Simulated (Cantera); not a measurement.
A Cantera script and what it prints.

```python
import numpy as np
import cantera as ct

gas_names = """
    CO2 TaO2 CO
""".split()
cond_names = """
    TaC(s) TaC(L)
""".split()


def load(file, names, dense=False):
    # The tables refer to 1 bar. Condensed volumes are neglected.
    table = {s.name: s for s in ct.Species.list_from_file(file)}
    out = []
    for n in names:
        d = dict(table[n].input_data)
        d["thermo"] = dict(d["thermo"], **{"reference-pressure": 1e5})
        if dense:
            d["equation-of-state"] = {"model": "constant-volume", "density": "1e6 g/cm^3"}
        out.append(ct.Species.from_dict(d))
    return out


species = {s.name: s for s in load("nasa_gas.yaml", gas_names) + load("nasa_condensed.yaml", cond_names)}
# Each term lists the table entries of one substance; the one whose range holds T is used.
reactions = {
    '3 CO2(g) + TaC = TaO2(g) + 4 CO(g)':
        [(-3, ['CO2']), (-1, ['TaC(s)', 'TaC(L)']), (1, ['TaO2']), (4, ['CO'])],
}


def pick(names, T):
    return next(species[n] for n in names if species[n].thermo.min_temp <= T <= species[n].thermo.max_temp)


results = []
for label, terms in reactions.items():
    print(label)
    print("     T/K   dH/kJ  dS/(J/K)   dG/kJ   log10 K")
    for T in [2248, 2398, 2548, 2698, 2848, 2998]:
        used = [(nu, pick(names, T)) for nu, names in terms]
        dH = sum(nu * s.thermo.h(T) for nu, s in used) / 1e6
        dS = sum(nu * s.thermo.s(T) for nu, s in used) / 1e3
        dG = dH - T * dS / 1e3
        logK = -dG * 1e6 / (ct.gas_constant * T * np.log(10))
        results.append((label, T, dH, dS, dG, logK, [s.name for _, s in used]))
        print(f"{T:8g} {dH:8.1f} {dS:8.1f} {dG:8.1f} {logK:8.2f}")
```

Result:

```
3 CO2(g) + TaC = TaO2(g) + 4 CO(g)
     T/K   dH/kJ  dS/(J/K)   dG/kJ   log10 K
    2248    630.5    349.0   -154.1     3.58
    2398    624.5    346.4   -206.2     4.49
    2548    618.2    343.9   -258.0     5.29
    2698    611.8    341.4   -309.4     5.99
    2848    605.2    339.1   -360.4     6.61
    2998    598.5    336.8   -411.1     7.16
```

Standard-state values (1 bar) from the NASA 1993 polynomials, evaluated with Cantera. TaC: taken at fixed stoichiometry. Condensed species are held in their standard states even where they would react or evaporate.
